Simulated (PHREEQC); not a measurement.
Consider water at 25 °C with 9.6 mmol/kgw HF, 1.5 mmol/kgw NaF and 0.43 mmol/kgw HCl. Closed to the air; pH follows from the charge balance.

All values are PHREEQC results (ion-association model, wateq4f.dat), not measurements.

This is a speciation only: nothing precipitates in the calculation.

Order these F species by the share of F that they hold, largest first: HF, HF2-, H2F2, F-.

HF (69 %), F- (27 %), H2F2 (2.8 %), HF2- (1.6 %)

The pH is 2.73 and the ionic strength 0.00346 mol/kgw. Complexes and solids missing from the database can't appear.
